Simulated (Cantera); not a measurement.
Charge: 1 mol CS2, 0.44 mol H2O, 0.23 mol O2, 7.3 mol H2, held at 1050 K and 100000 Pa.

These are equilibrium values from Cantera (NASA tables, ideal gas, pure condensed phases), not measurements of a reactor. Rates play no part.

| species | before | after |
|---|---|---|
| H2 | 0.633 | 0.472 |
| H | 6.45e-9 | 0.302 |
| S | <1e-9 | 0.0850 |
| H2S | 0.238 | 0.00386 |
| CH4 | 0.0229 | 5.03e-8 |
| SH | 4.64e-6 | 0.0373 |
| S2 | 2.15e-5 | 0.0160 |
| H2O | 0.0106 | 4.42e-5 |
| CO | 0.0925 | 0.0750 |
| CS | 4.71e-9 | 0.00822 |
| SO | <1e-9 | 2.43e-5 |
| OH | <1e-9 | 1.21e-5 |
| CO2 | 0.00183 | 8.68e-7 |
| COS | 0.00110 | 2.75e-5 |
| CS2 | 0.000158 | 0.000200 |
| C(graphite), mol | 0.0112 | 0 |
Gas species are given as mole fractions.

Problem. Which change was made?
(A) temperature from 1050 K to 3375 K
(B) H2O from 0.44 to 0.093 mol
(C) temperature from 1050 K to 2998.15 K
(D) pressure from 100000 Pa to 1000 Pa

Solution. A, temperature from 1050 K to 3375 K
